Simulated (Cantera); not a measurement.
## Equilibrium for silicon epitaxy and polysilicon growth: SiCl4 + Cl2 + N2

A closed system holds: 1 mol SiCl4, 0.19 mol Cl2, 160 mol N2, held at 10.0 Torr.

Equilibrium computed with Cantera from the NASA thermochemical tables; the gas is ideal and each condensed phase is pure. Candidate condensed phases: Si, Si3N4; 13 gas species. Equilibrium is a limit: real reactors are often held back by kinetics, nucleation or transport.

From 873 K to 1323 K nothing is condensed. The main Si-bearing gas is SiCl4 throughout.

```csv
T (K),log p N2,log p SiCl4,log p Cl,log p Cl2,log p SiCl3,log p SiCl2
873,-1.88,-4.08,-6.76,-4.81,-12.90,<-13
923,-1.88,-4.08,-6.36,-4.81,-12.03,<-13
973,-1.88,-4.08,-6.00,-4.82,-11.24,<-13
1023,-1.88,-4.08,-5.68,-4.83,-10.53,<-13
1073,-1.88,-4.08,-5.40,-4.86,-9.87,<-13
1123,-1.88,-4.08,-5.15,-4.91,-9.26,-13.35
1173,-1.88,-4.08,-4.95,-5.00,-8.69,-12.31
1223,-1.88,-4.08,-4.79,-5.12,-8.14,-11.30
1273,-1.88,-4.08,-4.67,-5.31,-7.60,-10.30
1323,-1.88,-4.08,-4.59,-5.54,-7.07,-9.31
```
log p: log10 of the partial pressure in bar; nothing condenses.
